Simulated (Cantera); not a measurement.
A perfectly stirred reactor is fed with CH4 : CO2 = 1 : 0.99 (molar parts), at 13300 Pa; it is held at 1850 K, and followed from long to short residence time.

Computed with Cantera and GRI-Mech 3.0 (53 species, 325 reactions).

Question: What does this change do: CH4 1 to 6.8 parts?

Answer: 
```csv
quantity,before,after
x(CH4) at τ = 5.00 s,0.00554,0.00804
x(CO2) at τ = 5.00 s,0.0107,0.000204
x(HO2) at τ = 5.00 s,<1e-12,<1e-12
x(CO) at τ = 5.00 s,0.464,0.126
x(H2) at τ = 5.00 s,0.454,0.677
x(CH4) at τ = 63.0 ms,0.0453,0.0787
x(CO2) at τ = 63.0 ms,0.0962,0.0106
x(HO2) at τ = 63.0 ms,4.14e-12,<1e-12
x(CO) at τ = 63.0 ms,0.290,0.0776
x(H2) at τ = 63.0 ms,0.282,0.585
```
GRI-Mech 3.0 stops at C3 and has no aromatics, soot or wall deposition, so with more carbon than oxygen in the feed, carbon stays in small species such as C2H2 where larger ones or solid carbon would form.

Question: What does this change do: CH4 1 to 0.15 parts?

Answer: 
| quantity | before | after |
|---|---|---|
| x(CH4) at τ = 5.00 s | 0.00554 | 0.000706 |
| x(CO2) at τ = 5.00 s | 0.0107 | 0.417 |
| x(HO2) at τ = 5.00 s | <1e-12 | 3.19e-11 |
| x(CO) at τ = 5.00 s | 0.464 | 0.375 |
| x(H2) at τ = 5.00 s | 0.454 | 0.0383 |
| x(CH4) at τ = 63.0 ms | 0.0453 | 0.0176 |
| x(CO2) at τ = 63.0 ms | 0.0962 | 0.573 |
| x(HO2) at τ = 63.0 ms | 4.14e-12 | 4.00e-11 |
| x(CO) at τ = 63.0 ms | 0.290 | 0.218 |
| x(H2) at τ = 63.0 ms | 0.282 | 0.0282 |
